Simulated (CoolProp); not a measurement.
Vapour-liquid equilibrium of propane (1) + R227EA (2) at 0.0971 MPa; x and y are mole fractions of (1).

The numbers come from the multi-fluid Helmholtz-energy mixture model, Lemmon 2009 and Lemmon 2016; pair parameters Bell 2016 in CoolProp.

Task: Give the bubble temperature and the first vapour's composition at x = 0.2, 0.5, 0.95. Is there an azeotrope?

Result: x = 0.2: 234.3 K, y = 0.694; x = 0.5: 229.6 K, y = 0.790; x = 0.95: 229.3 K, y = 0.925. y crosses x between x = 0.8 and 0.95: the model has an azeotrope there.

The pair parameters rest on a limited set of measurements; away from them the model extrapolates. With so large a gap from Raoult's law the liquid may split in two, which this calculation doesn't test in full.
